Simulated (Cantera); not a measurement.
A perfectly stirred reactor is fed with CH3OH : O2 : N2 = 1 : 1.55 : 5.81 (molar parts), at 0.950 bar; it is adiabatic with a 548 K inlet, and is followed from long to short residence time, starting on the burning branch (τ in s: 0.058, 0.021, 0.0079, 0.0029, 0.0011, 0.00041, 0.00015, 5.6e-05, 2.1e-05).

Cantera simulation using GRI-Mech 3.0 (53 species, 325 reactions); the numbers are that mechanism's predictions, not measurements. GRI-Mech 3.0 was tuned for natural gas; its chemistry of methanol as a main component is partial and can be far from experiment.

One state of this run: T (K) = 2161; x CH3OH = 1.13e-5; x O2 = 0.0202; x H2O = 0.203; x C2H = 1.37e-12; x NO = 0.000186; x O = 0.00237; x CO = 0.0241. x: mole fraction; the columns are a selection and need not sum to one.

Which value of τ (s) does it belong to?
A) 0.058
B) 0.00041
C) 0.0029
D) 0.0011

C, 0.0029
